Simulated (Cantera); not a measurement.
## Ignition delay

Mixture: 3.99 % C3H8, 15.4 % O2, 57.9 % N2, 22.8 % CO2, equivalence ratio 1.3, at 0.987 atm, adiabatic and at constant pressure. Ignition delay is the time to a rise of 400 K.

Computed with Cantera and GRI-Mech 3.0 (53 species, 325 reactions). GRI-Mech 3.0 was tuned for natural gas; its chemistry of propane as a main component is partial and can be far from experiment.

```tsv
T0 (K)	delay (ms)
1100	73.7
1175	13.9
1250	3.16
1325	0.897
1400	0.316
1475	0.136
1550	0.0694
1625	0.0406
```

| Property | Value |
|---|---|
| apparent activation energy between 1475 and 1625 K | 160 kJ/mol |
